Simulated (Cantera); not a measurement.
Charge: 1 mol MgO, 1.2 mol CO, held at 2152 °C and 0.00280 bar.

Method: chemical equilibrium by Gibbs-energy minimisation in Cantera with the NASA 1993 tables (ideal gas, pure condensed phases). Candidate condensed phases: C, Mg, MgCO3, MgO; 15 gas species. The numbers say what is thermodynamically allowed, not how fast it happens.

Base state: CO 0.427, Mg 0.303, CO2 0.185, O2 0.0401, O 0.0375, MgO 0.00709 (mole fractions); condensed: MgO(s).

**Question.** What changes in the equilibrium state with this change: pressure from 0.00280 bar to 0.0110 bar?

**Answer.** 
| species | before | after |
|---|---|---|
| CO | 0.427 | 0.688 |
| Mg | 0.303 | 0.156 |
| CO2 | 0.185 | 0.147 |
| O2 | 0.0401 | 0.00248 |
| O | 0.0375 | 0.00470 |
| MgO | 0.00709 | 0.00181 |
| MgO(s), mol | 0.393 | 0.772 |

**Question.** What changes in the equilibrium state with this change: temperature from 2152 °C to 902 °C?

**Answer.** 
```tsv
species	before	after
CO	0.427	1.000
CO2	0.185	7.58e-5
Mg	0.303	7.47e-8
O2	0.0401	<1e-9
O	0.0375	<1e-9
MgO	0.00709	<1e-9
MgO(s), mol	0.393	1.00
```

**Question.** What changes in the equilibrium state with this change: CO from 1.2 to 14 mol?

**Answer.** 
```
species       before     after
-----------  -------  --------
CO             0.427     0.869
Mg             0.303    0.0660
CO2            0.185    0.0583
O2            0.0401  0.000961
O             0.0375   0.00580
MgO          0.00709  0.000239
MgO(s), mol    0.393         0
```
